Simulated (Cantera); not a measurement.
Input: 1 mol Si, 0.023 mol CO₂, 2.2 mol N₂, at 1927 °C and 32.0 mbar.

Cantera equilibrium calculation (NASA polynomials, part measured and part estimated; ideal gas, pure solids and liquids). Candidate condensed phases: C, Si, SiC, SiO₂, Si₂N₂O, Si₃N₄; 34 gas species. Mutual solubility and eutectic melting of coexisting phases are not modelled. The tables' values for SiN are old estimates; treat these amounts as uncertain. Rates play no part.

### Question
What is the equilibrium state?

### Answer
* **x(N₂)**: 0.967
* **x(Si)**: 0.0115
* **x(SiO)**: 0.0112
* **x(CO)**: 0.00906
* **x(Si₂C)**: 0.000676
* **x(Si₂N)**: 0.000378
* **x(SiN)**: 0.000342
* **x(Si₂)**: 0.000185
* **x(Si₃)**: 3.60e-5
* **n(Si(l))**: 0.941 mol
* **n(SiC(s))**: 0.000774 mol
* **gas amount**: 2.275 mol
* **log10 activity of C(graphite) (absent)**: -0.97
